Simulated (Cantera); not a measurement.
Input (Python, Cantera) and output of one run.

```python
import numpy as np
import cantera as ct

gas_names = """
    H HO2 H2 H2O H2O2 O OH O2 O3 V VO VO2
""".split()
cond_names = """
    H2O(s) H2O(L) V(cr) V(L) VO(s) VO(L) V2O3(s) V2O3(L) V2O4(I) V2O4(II) V2O4(L) V2O5(s) V2O5(L)
""".split()


# ... load() reads the species with a 1 bar reference pressure and builds the phases ...
atoms = {
    'V2O5': {'V': 2, 'O': 5},
    'H2': {'H': 2},
    'H2O': {'H': 2, 'O': 1},
}
top_T = {}  # K; cautious upper limits of use, not melting points


# ... equilibrate(T, P, feed) seeds the gas with the atoms and calls Mixture.equilibrate('TP', solver="vcs", rtol=1e-11, max_steps=5000) ...
results = []
feed = {'V2O5': 1, 'H2': 2.9, 'H2O': 0.33}  # mol
T = 1048.15  # K
P = 1333.22  # Pa
mix = equilibrate(T, P, feed)
results.append((T, P, feed, dict(zip(mix.species_names, mix.species_moles))))
x = sorted(zip(gas.X, gas.species_names), reverse=True)
print(f"T = {T:g} K  P = {P:g} Pa  gas = {mix.phase_moles(0):.4g} mol")
print("   x: " + "  ".join(f"{s} {v:.3e}" for v, s in x if v > 1e-05))
print("   condensed (mol): " + ("  ".join(f"{mix.phase(i).name} {mix.phase_moles(i):.4g}"
      for i in range(1, mix.n_phases) if mix.phase_moles(i) > 1e-12) or "none"))
```

Output:

```
T = 1048.15 K  P = 1333.22 Pa  gas = 3.23 mol
   x: H2O 7.214e-01  H2 2.786e-01
   condensed (mol): V2O3(s) 1
```

Cantera equilibrium calculation (NASA polynomials, part measured and part estimated; ideal gas, pure solids and liquids). Condensed phases not in the tables: the oxides between V2O3 and V2O5 other than VO2.
